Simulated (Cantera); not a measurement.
A Cantera script and what it prints.

```python
import numpy as np
import cantera as ct

gas_names = [...]  # 123 gases of nasa_gas.yaml made of C, H, O, S
cond_names = """
    C(gr) C6H6(L) C7H8(L) C8H18(L),n-octa H2O(s) H2O(L) H2SO4(L) S(cr1) S(cr2) S(L)
""".split()


# ... load() reads the species with a 1 bar reference pressure and builds the phases ...
atoms = {
    'CS2': {'C': 1, 'S': 2},
    'H2': {'H': 2},
    'O2': {'O': 2},
}
top_T = {'C(gr)': 4500}  # K; cautious upper limits of use, not melting points


# ... equilibrate(T, P, feed) seeds the gas with the atoms and calls Mixture.equilibrate('TP', solver="vcs", rtol=1e-11, max_steps=5000) ...
results = []
T = 3198.15  # K
P = 11000000  # Pa
for m in [0.25, 0.34, 0.46, 0.61, 0.82, 1.1, 1.5, 2, 2.6, 3.5, 4.7, 6.3, 8.5]:
    feed = {'CS2': 1, 'H2': m, 'O2': 0.086}  # mol
    mix = equilibrate(T, P, feed)
    results.append((T, P, feed, dict(zip(mix.species_names, mix.species_moles))))

top = {s: max(r[3][s] / sum(r[3][g] for g in gas_names) for r in results) for s in gas_names}
cols = sorted((s for s in top if top[s] > 0.001), key=lambda s: -top[s])[:5]
seen = [c for c in cond_names if any(r[3].get(c, 0) > 1e-12 for r in results)]
print("log10 of partial pressures in bar; condensed amounts in mol")
print(f"{'n(H2)':>10s}" + "".join(f"{s[:9]:>10s}" for s in cols + seen))
for T, P, feed, n in results:
    ng = sum(n[g] for g in gas_names)
    print(f"{feed['H2']:10.4g}" + "".join(f"{np.log10(max(n[s] / ng * P / 1e5, 1e-99)):10.3f}" for s in cols)
          + "".join(f"{n.get(c, 0):10.4g}" for c in seen))
```

It prints:

```
log10 of partial pressures in bar; condensed amounts in mol
     n(H2)        H2       CS2        CS        S2        CO
      0.25     1.014     1.503     1.392     1.288     1.068
      0.34     1.142     1.470     1.377     1.252     1.045
      0.46     1.260     1.428     1.358     1.208     1.017
      0.61     1.363     1.379     1.334     1.158     0.984
      0.82     1.463     1.316     1.302     1.094     0.942
       1.1     1.553     1.238     1.262     1.020     0.891
       1.5     1.638     1.139     1.209     0.927     0.827
         2     1.707     1.030     1.149     0.828     0.758
       2.6     1.762     0.915     1.085     0.726     0.687
       3.5     1.815     0.766     1.002     0.597     0.598
       4.7     1.859     0.600     0.907     0.455     0.502
       6.3     1.895     0.417     0.801     0.300     0.400
       8.5     1.925     0.212     0.681     0.129     0.289
```

Cantera equilibrium calculation (NASA polynomials, part measured and part estimated; ideal gas, pure solids and liquids). The ideal-gas law is rough above about 30 bar.
